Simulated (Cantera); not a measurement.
Charge: 1 mol PbO, 1.7 mol H₂, a varied amount of N₂, held at 1623.15 K and 6500 Pa.

Equilibrium computed with Cantera from the NASA thermochemical tables; the gas is ideal and each condensed phase is pure. Candidate condensed phases: H₂O, Pb, PbO, PbO₂, Pb₃O₄; 27 gas species. Kinetics and transport are ignored.

x: gas mole fraction; nothing condenses.

```csv
n(N₂) (mol),x N₂,x H₂O,x Pb,x H₂,x PbO
0.29,0.0970,0.334,0.334,0.234,0.000386
0.49,0.154,0.313,0.313,0.220,0.000362
0.81,0.231,0.285,0.284,0.200,___
1.3,0.325,0.250,0.250,0.175,___
2.2,0.449,0.204,0.204,0.143,___
3.7,0.578,0.156,0.156,0.110,___
6.1,0.693,0.113,0.113,0.0796,___
10,0.787,0.0786,0.0786,0.0552,___
17,0.863,0.0507,0.0507,0.0356,___
28,0.912,0.0325,0.0325,0.0228,___
```

**Question.** Complete the blanks.

**Answer.** 
- 0.81, x PbO: 0.000329
- 1.3, x PbO: 0.000289
- 2.2, x PbO: 0.000236
- 3.7, x PbO: 0.000180
- 6.1, x PbO: 0.000131
- 10, x PbO: 9.09e-5
- 17, x PbO: 5.86e-5
- 28, x PbO: 3.76e-5
